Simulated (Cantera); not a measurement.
Cantera run:

```python
import numpy as np
import cantera as ct

gas_names = """
    AL ALH ALN AL2 H H2 N NH NH2 NH3 N2 N2H2 N2H4
""".split()
cond_names = """
    AL(cr) AL(L) ALN(s)
""".split()


# ... load() reads the species with a 1 bar reference pressure and builds the phases ...
atoms = {
    'Al': {'AL': 1},
    'NH3': {'N': 1, 'H': 3},
    'N2': {'N': 2},
}
top_T = {'ALN(s)': 2750}  # K; cautious upper limits of use, not melting points


# ... equilibrate(T, P, feed) seeds the gas with the atoms and calls Mixture.equilibrate('TP', solver="vcs", rtol=1e-11, max_steps=5000) ...
results = []
feed = {'Al': 1, 'NH3': 0.26, 'N2': 17}  # mol
T = 2050  # K
for P in [10, 32, 100, 320, 1000, 3200, 10000, 32000, 100000]:
    mix = equilibrate(T, P, feed)
    results.append((T, P, feed, dict(zip(mix.species_names, mix.species_moles))))

top = {s: max(r[3][s] / sum(r[3][g] for g in gas_names) for r in results) for s in gas_names}
cols = sorted((s for s in top if top[s] > 1e-06), key=lambda s: -top[s])[:8]
seen = [c for c in cond_names if any(r[3].get(c, 0) > 1e-12 for r in results)]
print("log10 of partial pressures in bar; condensed amounts in mol")
print(f"{'P/Pa':>10s}" + "".join(f"{s[:9]:>10s}" for s in cols + seen))
for T, P, feed, n in results:
    ng = sum(n[g] for g in gas_names)
    print(f"{P:10.4g}" + "".join(f"{np.log10(max(n[s] / ng * P / 1e5, 1e-99)):10.3f}" for s in cols)
          + "".join(f"{n.get(c, 0):10.4g}" for c in seen))
```

Result:

```
log10 of partial pressures in bar; condensed amounts in mol
      P/Pa        N2        AL        H2         H       ALH       AL2    ALN(s)
        10    -4.039    -5.273    -6.015    -5.652    -8.880   -11.171         0
        32    -3.532    -4.766    -5.364    -5.326    -8.048   -10.158         0
       100    -3.036    -4.270    -4.787    -5.038    -7.263    -9.166         0
       320    -2.530    -3.765    -4.234    -4.761    -6.481    -8.155         0
      1000    -2.035    -3.270    -3.713    -4.501    -5.726    -7.166         0
      3200    -1.509    -3.532    -3.160    -4.224    -5.712    -7.689    0.8402
     1e+04    -1.011    -3.781    -2.652    -3.970    -5.707    -8.187    0.9714
   3.2e+04    -0.505    -4.034    -2.141    -3.715    -5.704    -8.693     0.995
     1e+05    -0.010    -4.281    -1.643    -3.466    -5.703    -9.188    0.9991
```

Equilibrium computed with Cantera from the NASA thermochemical tables; the gas is ideal and each condensed phase is pure.
